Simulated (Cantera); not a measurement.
Cantera run:

```python
import numpy as np
import cantera as ct

gas_names = [...]  # 109 gases of nasa_gas.yaml made of C, Cl, H, Si
cond_names = """
    C(gr) C6H6(L) C7H8(L) C8H18(L),n-octa Si(cr) Si(L) SiC(b)
""".split()


# ... load() reads the species with a 1 bar reference pressure and builds the phases ...
atoms = {
    'SiH2Cl2': {'Si': 1, 'H': 2, 'CL': 2},
    'C3H8': {'C': 3, 'H': 8},
    'H2': {'H': 2},
    'HCl': {'H': 1, 'CL': 1},
}
top_T = {'C(gr)': 4500, 'SiC(b)': 3050}  # K; cautious upper limits of use, not melting points


# ... equilibrate(T, P, feed) seeds the gas with the atoms and calls Mixture.equilibrate('TP', solver="vcs", rtol=1e-11, max_steps=5000) ...
results = []
feed = {'SiH2Cl2': 1, 'C3H8': 0.015, 'H2': 16, 'HCl': 0.14}  # mol
P = 1333.22  # Pa
for T in [1150, 1250, 1350, 1450, 1550, 1650, 1750, 1850, 1950, 2050, 2150, 2250, 2350]:
    mix = equilibrate(T, P, feed)
    results.append((T, P, feed, dict(zip(mix.species_names, mix.species_moles))))

top = {s: max(r[3][s] / sum(r[3][g] for g in gas_names) for r in results) for s in gas_names}
cols = sorted((s for s in top if top[s] > 0.001), key=lambda s: -top[s])[:9]
seen = [c for c in cond_names if any(r[3].get(c, 0) > 1e-12 for r in results)]
print("log10 of partial pressures in bar; condensed amounts in mol")
print(f"{'T/K':>10s}" + "".join(f"{s[:9]:>10s}" for s in cols + seen))
for T, P, feed, n in results:
    ng = sum(n[g] for g in gas_names)
    print(f"{T:10.4g}" + "".join(f"{np.log10(max(n[s] / ng * P / 1e5, 1e-99)):10.3f}" for s in cols)
          + "".join(f"{n.get(c, 0):10.4g}" for c in seen))
```

Result:

```
log10 of partial pressures in bar; condensed amounts in mol
       T/K        H2         H       HCL        Si     SiCL2     SiCL4        CL      SiCL    SiHCL3    Si(cr)     Si(L)    SiC(b)
      1150    -1.910    -8.082    -3.132   -12.703    -4.012    -3.955    -9.359   -10.331    -4.425    0.5788         0   0.04499
      1250    -1.916    -7.274    -3.022   -11.081    -3.727    -4.518    -8.448    -9.173    -4.861    0.6006         0     0.045
      1350    -1.919    -6.582    -2.995    -9.700    -3.623    -5.268    -7.738    -8.257    -5.434    0.5951         0     0.045
      1450    -1.919    -5.984    -2.995    -8.512    -3.582    -6.008    -7.149    -7.493    -5.996     0.583         0     0.045
      1550    -1.919    -5.461    -3.000    -7.479    -3.559    -6.673    -6.640    -6.835    -6.502    0.5706         0     0.045
      1650    -1.919    -5.001    -3.007    -6.572    -3.543    -7.262    -6.194    -6.261    -6.950    0.5588         0   0.04499
      1750    -1.920    -4.593    -2.999    -5.824    -3.557    -7.782    -5.785    -5.793    -7.358         0    0.5683   0.04498
      1850    -1.922    -4.230    -2.985    -5.191    -3.587    -8.247    -5.412    -5.403    -7.733         0    0.5834   0.04487
      1950    -1.926    -3.904    -2.976    -4.623    -3.620    -8.672    -5.079    -5.056    -8.075         0    0.5741   0.04423
      2050    -1.933    -3.611    -2.972    -4.112    -3.658    -9.068    -4.781    -4.747    -8.395         0    0.5009   0.04118
      2150    -1.946    -3.348    -2.979    -3.649    -3.705    -9.451    -4.517    -4.474    -8.707         0    0.2613   0.02837
      2250    -1.968    -3.113    -2.965    -3.383    -3.855    -9.857    -4.251    -4.357    -9.077         0         0         0
      2350    -1.992    -2.900    -2.943    -3.312    -4.141   -10.353    -3.996    -4.411    -9.554         0         0         0
```

Method: chemical equilibrium by Gibbs-energy minimisation in Cantera with the NASA 1993 tables (ideal gas, pure condensed phases). Mutual solubility and eutectic melting of coexisting phases are not modelled. The tables' values for SiCl, SiCl3 are old estimates; treat these amounts as uncertain. Gases not in the tables: Si2H6 and higher silanes.
